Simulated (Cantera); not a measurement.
# Carbothermic reduction: Cu2O + C + N2

Input: 1 mol Cu2O, a varied amount of C, 6.4 mol N2, held at 848.15 K and 0.100 bar.

Equilibrium computed with Cantera from the NASA thermochemical tables; the gas is ideal and each condensed phase is pure. Candidate condensed phases: C, Cu, CuO, Cu2O; 27 gas species. Equilibrium is a limit: real reactors are often held back by kinetics, nucleation or transport.

At 0.4 mol C the condensed part is Cu(s) + Cu2O(s). At 0.79 mol C the condensed part is Cu(s). From 1.2 mol C to 3.5 mol C the condensed part is C(graphite) + Cu(s).

```csv
n(C) (mol),log p N2,log p CO,log p CO2,n Cu(s),n Cu2O(s),n C(graphite)
0.4,-1.03,-8.53,-2.23,1.60,0.200,0
0.79,-1.05,-2.09,-2.53,2.00,0,0
1.2,-1.05,-2.02,-2.68,2.00,0,0.352
1.6,-1.05,-2.02,-2.68,2.00,0,0.752
2,-1.05,-2.02,-2.68,2.00,0,1.15
2.4,-1.05,-2.02,-2.68,2.00,0,1.55
2.7,-1.05,-2.02,-2.68,2.00,0,1.85
3.1,-1.05,-2.02,-2.68,2.00,0,2.25
3.5,-1.05,-2.02,-2.68,2.00,0,2.65
```
log p: log10 of the partial pressure in bar; n: condensed amount in mol.
